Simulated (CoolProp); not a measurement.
Model: reference Helmholtz-energy equation of state, Colonna 2008, in CoolProp. It is a short technical equation, of lower accuracy than the large ones.

For dodecamethylcyclohexasiloxane (D6), give the phase and the density (kg/m³), Joule-Thomson coefficient (K/MPa), fugacity coefficient at 579.3 K and 0.861 MPa.


- 579.3 K and 0.861 MPa: liquid; density 614, Joule-Thomson coefficient 0.636, fugacity coefficient 0.337
